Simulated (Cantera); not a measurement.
Input: 1 mol trisilylamine, 17 mol NH3, equilibrated at 973 K and 10.0 mbar.

Cantera equilibrium calculation (NASA polynomials, part measured and part estimated; ideal gas, pure solids and liquids). Candidate condensed phases: Si, Si3N4; 18 gas species. The feed counts by its element totals alone. Equilibrium is a limit: real reactors are often held back by kinetics, nucleation or transport.

Base state: H2 0.811, N2 0.189 (mole fractions); condensed: Si3N4(s).

**Question.** What changes in the equilibrium state with this change: temperature from 973 K to 1698.15 K?

**Answer.** 
| species | before | after |
|---|---|---|
| H2 | 0.811 | 0.810 |
| N2 | 0.189 | 0.189 |
| H | 9.74e-9 | 0.00130 |
| Si | <1e-9 | 5.66e-5 |
| Si3N4(s), mol | 1.00 | 0.999 |
